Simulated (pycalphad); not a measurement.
**Phase fractions of Si-43.62Sn (at.%)**

Computed with pycalphad from the COST 507 light-alloy database (1999), at 1 atm. These are 1990s assessments: newer ones move some temperatures and phases. Amounts are mole fractions of atoms.

```json
[
 {"T (°C)": "1377", "liquid": "1.000", "diamond (Si)": "-"},
 {"T (°C)": "1297", "liquid": "0.636", "diamond (Si)": "0.364"},
 {"T (°C)": "1217", "liquid": "0.513", "diamond (Si)": "0.487"},
 {"T (°C)": "1137", "liquid": "0.474", "diamond (Si)": "0.526"},
 {"T (°C)": "1057", "liquid": "0.457", "diamond (Si)": "0.543"},
 {"T (°C)": "977", "liquid": "0.448", "diamond (Si)": "0.552"},
 {"T (°C)": "897", "liquid": "0.443", "diamond (Si)": "0.557"},
 {"T (°C)": "817", "liquid": "0.440", "diamond (Si)": "0.560"},
 {"T (°C)": "737", "liquid": "0.438", "diamond (Si)": "0.562"},
 {"T (°C)": "657", "liquid": "0.437", "diamond (Si)": "0.563"},
 {"T (°C)": "577", "liquid": "0.436", "diamond (Si)": "0.564"},
 {"T (°C)": "497", "liquid": "0.436", "diamond (Si)": "0.564"},
 {"T (°C)": "417", "liquid": "0.436", "diamond (Si)": "0.564"},
 {"T (°C)": "337", "liquid": "0.436", "diamond (Si)": "0.564"},
 {"T (°C)": "257", "liquid": "0.436", "diamond (Si)": "0.564"}
]
```
